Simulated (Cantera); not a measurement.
An adiabatic, constant-volume homogeneous reactor starts with 15.8 % CH4, 16.6 % O2, 62.7 % N2, 4.91 % CO2, at 1173 K and 9.87 atm.

Model: GRI-Mech 3.0 (53 species, 325 reactions), integrated in Cantera.

Task: Predict: time of steepest temperature rise; temperature at 0.700 s; equilibrium temperature; x(CH4) at 0.700 s; x(O2) at 0.700 s; x(HCO) at 0.700 s; x(CO) at 0.700 s; x(O) at 0.700 s; x(H2O) at 0.700 s.

Result: time of steepest temperature rise: 9.52 ms
temperature at 0.700 s: 2535 K
equilibrium temperature: 2535 K
x(CH4) at 0.700 s: 2.33e-9 (gas-phase equilibrium 2.59e-9)
x(O2) at 0.700 s: 4.02e-6 (gas-phase equilibrium 4.02e-6)
x(HCO) at 0.700 s: 9.83e-7 (gas-phase equilibrium 9.83e-7)
x(CO) at 0.700 s: 0.147 (gas-phase equilibrium 0.147)
x(O) at 0.700 s: 6.95e-6 (gas-phase equilibrium 6.95e-6)
x(H2O) at 0.700 s: 0.160 (gas-phase equilibrium 0.160)
